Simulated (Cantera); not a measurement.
A Cantera script and what it prints.

```python
import numpy as np
import cantera as ct

gas_names = """
    B BN BO BO2 B2 B2O B2O2 B2O3 N NO NO2 NO3 N2 N2O O O2 O3
""".split()
cond_names = """
    B(b) B(L) BN(s) B2O3(L)
""".split()


def load(file, names, dense=False):
    # The tables refer to 1 bar. Condensed volumes are neglected.
    table = {s.name: s for s in ct.Species.list_from_file(file)}
    out = []
    for n in names:
        d = dict(table[n].input_data)
        d["thermo"] = dict(d["thermo"], **{"reference-pressure": 1e5})
        if dense:
            d["equation-of-state"] = {"model": "constant-volume", "density": "1e6 g/cm^3"}
        out.append(ct.Species.from_dict(d))
    return out


gas = ct.Solution(thermo="ideal-gas", species=load("nasa_gas.yaml", gas_names))
cond = {s.name: ct.Solution(thermo="fixed-stoichiometry", species=[s], name=s.name)
        for s in load("nasa_condensed.yaml", cond_names, dense=True)}
atoms = {
    'B': {'B': 1},
    'N2': {'N': 2},
    'O2': {'O': 2},
}
top_T = {'BN(s)': 3200}  # K; cautious upper limits of use, not melting points


def equilibrate(T, P, feed):
    n = {}
    for name, mol in feed.items():
        for a, k in atoms[name].items():
            n[a] = n.get(a, 0.0) + k * mol
    gas.TPX = T, P, n
    mass = sum(n.values()) * gas.mean_molecular_weight
    gas.equilibrate("TP")
    valid = [c for c in cond.values() if c.min_temp <= T <= top_T.get(c.name, c.max_temp)]
    mix = ct.Mixture([(gas, mass / gas.mean_molecular_weight)] + [(c, 0.0) for c in valid])
    mix.T, mix.P = T, P
    mix.equilibrate("TP", solver="vcs", rtol=1e-11, max_steps=5000)
    return mix


results = []
feed = {'B': 1, 'N2': 0.23, 'O2': 2.8}  # mol
P = 38  # Pa
for T in [1448, 1473, 1498, 1523, 1548, 1573, 1598]:
    mix = equilibrate(T, P, feed)
    results.append((T, P, feed, dict(zip(mix.species_names, mix.species_moles))))

top = {s: max(r[3][s] / sum(r[3][g] for g in gas_names) for r in results) for s in gas_names}
cols = sorted((s for s in top if top[s] > 1e-06), key=lambda s: -top[s])[:5]
seen = [c for c in cond_names if any(r[3].get(c, 0) > 1e-12 for r in results)]
print("log10 of partial pressures in bar; condensed amounts in mol")
print(f"{'T/K':>10s}" + "".join(f"{s[:9]:>10s}" for s in cols + seen))
for T, P, feed, n in results:
    ng = sum(n[g] for g in gas_names)
    print(f"{T:10.4g}" + "".join(f"{np.log10(max(n[s] / ng * P / 1e5, 1e-99)):10.3f}" for s in cols)
          + "".join(f"{n.get(c, 0):10.4g}" for c in seen))
```

Result:

```
log10 of partial pressures in bar; condensed amounts in mol
       T/K        O2      B2O3        N2       BO2        NO   B2O3(L)
      1448    -3.476    -5.143    -4.427    -6.239    -6.587    0.4542
      1473    -3.482    -4.908    -4.433    -6.040    -6.538    0.4204
      1498    -3.493    -4.681    -4.444    -5.849    -6.495    0.3629
      1523    -3.511    -4.463    -4.462    -5.667    -6.460    0.2643
      1548    -3.541    -4.251    -4.492    -5.493    -6.439    0.0908
      1573    -3.556    -4.180    -4.507    -5.389    -6.405         0
      1598    -3.556    -4.182    -4.507    -5.319    -6.358         0
```

These are equilibrium values from Cantera (NASA tables, ideal gas, pure condensed phases), not measurements of a reactor.
